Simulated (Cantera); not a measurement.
What does this Cantera script print?

```python
import numpy as np
import cantera as ct

gas_names = """
    C CH CH2 CH3 CH2OH CH3O CH4 CH3OH CN CO CO2 COOH C2 C2H CHCO,ketyl C2H2,acetylene C2H2,vinylidene
    CH2CO,ketene C2H3,vinyl CH3CN CH3CO,acetyl C2H4 C2H4O,ethylen CH3CHO,ethanal CH3COOH (HCOOH)2 C2H5
    C2H6 CH3OCH3 C2H5OH CCN CNC C2N2 C2O C3 C3H3,propargyl C3H4,allene C3H4,propyne C3H4,cyclo-
    C3H5,allyl C3H6,propylene C3H6,cyclo- C3H6O C3H7,n-propyl C3H7,i-propyl C3H8 C3H8O,1propanol
    C3H8O,2propanol C3O2 C4 C4H2 C4H4,1,3-cyclo- C4H6,butadiene C4H6,2-butyne C4H6,cyclo- C4H8,1-butene
    C4H8,cis2-buten C4H8,tr2-butene C4H8,isobutene C4H8,cyclo- (CH3COOH)2 C4H9,n-butyl C4H9,i-butyl
    C4H9,s-butyl C4H9,t-butyl C4H10,isobutane C4H10,n-butane C4N2 C5 C5H6,1,3cyclo- C5H8,cyclo-
    C5H10,1-pentene C5H10,cyclo- C5H11,pentyl C5H11,t-pentyl C5H12,n-pentane C5H12,i-pentane
    CH3C(CH3)2CH3 C6H2 C6H5,phenyl C6H5O,phenoxy C6H6 C6H5OH,phenol C6H10,cyclo- C6H12,1-hexene
    C6H12,cyclo- C6H13,n-hexyl C7H7,benzyl C7H8 C7H8O,cresol C7H14,1-heptene C7H15,n-heptyl
    C7H16,n-heptane C8H8,styrene C8H10,ethylbenz C8H16,1-octene C8H17,n-octyl C8H18,isooctane
    C8H18,n-octane C9H19,n-nonyl C10H8,naphthale C10H21,n-decyl C12H9,o-bipheny C12H10,bipheny H HCN HCO
    HCCN HNC HNCO HNO HNO2 HNO3 HO2 H2 HCHO,formaldehy HCOOH H2O H2O2 N NCO NH NH2 NH3 NH2OH NO NO2 NO3
    N2 N2H2 N2H4 N2O O OH O2 O3
""".split()
cond_names = """
    C(gr) C6H6(L) C7H8(L) C8H18(L),n-octa H2O(s) H2O(L)
""".split()


def load(file, names, dense=False):
    # The tables refer to 1 bar. Condensed volumes are neglected.
    table = {s.name: s for s in ct.Species.list_from_file(file)}
    out = []
    for n in names:
        d = dict(table[n].input_data)
        d["thermo"] = dict(d["thermo"], **{"reference-pressure": 1e5})
        if dense:
            d["equation-of-state"] = {"model": "constant-volume", "density": "1e6 g/cm^3"}
        out.append(ct.Species.from_dict(d))
    return out


gas = ct.Solution(thermo="ideal-gas", species=load("nasa_gas.yaml", gas_names))
cond = {s.name: ct.Solution(thermo="fixed-stoichiometry", species=[s], name=s.name)
        for s in load("nasa_condensed.yaml", cond_names, dense=True)}
atoms = {
    'C2H6': {'C': 2, 'H': 6},
    'NH3': {'N': 1, 'H': 3},
    'N2': {'N': 2},
    'O2': {'O': 2},
}
top_T = {'C(gr)': 4500}  # K; cautious upper limits of use, not melting points


def equilibrate(T, P, feed):
    n = {}
    for name, mol in feed.items():
        for a, k in atoms[name].items():
            n[a] = n.get(a, 0.0) + k * mol
    gas.TPX = T, P, n
    mass = sum(n.values()) * gas.mean_molecular_weight
    gas.equilibrate("TP")
    valid = [c for c in cond.values() if c.min_temp <= T <= top_T.get(c.name, c.max_temp)]
    mix = ct.Mixture([(gas, mass / gas.mean_molecular_weight)] + [(c, 0.0) for c in valid])
    mix.T, mix.P = T, P
    mix.equilibrate("TP", solver="vcs", rtol=1e-11, max_steps=5000)
    return mix


results = []
feed = {'C2H6': 1, 'NH3': 0.12, 'N2': 2, 'O2': 0.25}  # mol
T = 850  # K
P = 310  # Pa
mix = equilibrate(T, P, feed)
results.append((T, P, feed, dict(zip(mix.species_names, mix.species_moles))))
x = sorted(zip(gas.X, gas.species_names), reverse=True)
print(f"T = {T:g} K  P = {P:g} Pa  gas = {mix.phase_moles(0):.4g} mol")
print("   x: " + "  ".join(f"{s} {v:.3e}" for v, s in x if v > 0.0001))
print("   condensed (mol): " + ("  ".join(f"{mix.phase(i).name} {mix.phase_moles(i):.4g}"
      for i in range(1, mix.n_phases) if mix.phase_moles(i) > 1e-12) or "none"))
```

It prints:

```
T = 850 K  P = 310 Pa  gas = 5.728 mol
   x: H2 5.530e-01  N2 3.596e-01  CO 8.529e-02  H2O 1.031e-03  CH4 5.898e-04  CO2 4.858e-04
   condensed (mol): C(gr) 1.505
```

These are equilibrium values from Cantera (NASA tables, ideal gas, pure condensed phases), not measurements of a reactor.
